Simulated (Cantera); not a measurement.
An isothermal, constant-pressure homogeneous reactor starts with N2O : O2 = 1 : 0.33 (molar parts), at 1225 K and 2670 Pa.

Detailed kinetics in Cantera: GRI-Mech 3.0 (53 species, 325 reactions). GRI-Mech 3.0 was tuned for natural gas; its chemistry of N2O as a main component is partial and can be far from experiment. Radical loss at walls, strong at low pressure, is not modelled. The mechanism lacks the step 2 NO + O2 → 2 NO2, which can matter for NO2 below about 1400 K. The temperature is held fixed by assumption; the heat of reaction is taken as removed at once.

Q: Predict: x(N2O) at 2.00 s; x(O2) at 2.00 s; x(NO2) at 2.00 s; x(O) at 2.00 s; x(N2) at 2.00 s; x(NO) at 2.00 s.

A: 
```json
{
 "x(N2O) at 2.00 s": "0.700 (gas-phase equilibrium 2.72e-9)",
 "x(O2) at 2.00 s": "0.260 (gas-phase equilibrium 0.453)",
 "x(NO2) at 2.00 s": "1.51e-6 (gas-phase equilibrium 1.04e-6)",
 "x(O) at 2.00 s": "2.68e-6 (gas-phase equilibrium 1.75e-7)",
 "x(N2) at 2.00 s": "0.0354 (gas-phase equilibrium 0.546)",
 "x(NO) at 2.00 s": "0.00433 (gas-phase equilibrium 0.000290)"
}
```
